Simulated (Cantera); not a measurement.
## Equilibrium for thermal oxidation and active oxidation of silicon: Si + N2O + H2

Charge: 1 mol Si, 0.91 mol N2O, 260 mol H2, held at 50.0 Pa.

Method: chemical equilibrium by Gibbs-energy minimisation in Cantera with the NASA 1993 tables (ideal gas, pure condensed phases). Candidate condensed phases: H2O, Si, SiO2, Si2N2O, Si3N4; 35 gas species. Equilibrium is a limit: real reactors are often held back by kinetics, nucleation or transport.

```tsv
T (K)	x H2	x H	x SiO	x N2	x Si	x SiH	x SiH2	x Si2	n Si(s)
1525	0.992	0.00105	0.00347	0.00347	3.78e-5	2.44e-6	2.04e-6	5.75e-8	0.0788
1625	0.990	0.00314	0.00347	0.00347	0.000319	1.41e-5	6.40e-6	9.06e-7	0
1725	0.984	0.00824	0.00346	0.00346	0.000328	1.04e-5	2.74e-6	2.53e-7	0
1825	0.973	0.0194	0.00344	0.00344	0.000331	7.76e-6	1.26e-6	7.84e-8	0
1925	0.951	0.0417	0.00340	0.00340	0.000330	5.86e-6	6.14e-7	2.69e-8	0
2025	0.911	0.0821	0.00333	0.00333	0.000325	4.44e-6	3.11e-7	9.98e-9	0
2125	0.844	0.149	0.00321	0.00322	0.000315	3.33e-6	1.59e-7	3.93e-9	0
```
x: gas mole fraction; n: condensed amount in mol.

At 1525 K the condensed part is Si(s). From 1625 K to 2125 K nothing is condensed. The main Si-bearing gas is SiO throughout.
